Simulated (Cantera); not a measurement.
Charge: 1 mol C₃H₆, 9 mol H₂, at 6.90 bar.

Method: chemical equilibrium by Gibbs-energy minimisation in Cantera with the NASA 1993 tables (ideal gas, pure condensed phases). Candidate condensed phases: C, C₆H₆, C₇H₈, C₈H₁₈; 76 gas species. Kinetics and transport are ignored.

Over these rows the condensed part is C(graphite). Partial pressures as log10 of bar:

| T (K) | 1000/T (1/K) | log p C₂H₂ (acetylene) | log p H₂ | log p CH₄ |
|---|---|---|---|---|
| 1273 | 0.7855 | -5.62 | 0.81 | -0.40 |
| 1373 | 0.7283 | -4.94 | 0.82 | -0.65 |
| 1473 | 0.6789 | ? | 0.83 | -0.87 |
| 1573 | 0.6357 | -3.85 | 0.83 | -1.07 |
| 1673 | 0.5977 | -3.41 | 0.84 | -1.25 |
| 1773 | 0.5640 | -3.02 | 0.84 | -1.40 |

Question: Fit log p(C₂H₂ (acetylene)) = a + b·(1000/T) to the five rows, give the apparent enthalpy, and predict the row at 1473 K.

Answer: Means: 1000/T = 0.6622, log p = -4.168. Sxy = -0.400112, Sxx = 0.0340778, so b = -11.74 and a = -4.168 − (-11.74)×0.6622 = 3.61.
Apparent enthalpy: −19.145 × (-11.74) = 225 kJ/mol. With the condensed phases at unit activity, 2 C(graphite) + H₂(g) = C₂H₂ (acetylene)(g) links this pressure to the main gases: over the six rows their terms move log p by +0.03 in all, so the slope is close to that reaction's ΔH°. The five rows lie within 0.01 of the line.
Prediction at 1473 K: 3.61 + (-11.74)×0.6789 = -4.36. The computed value is -4.36, 0.00 from the line.
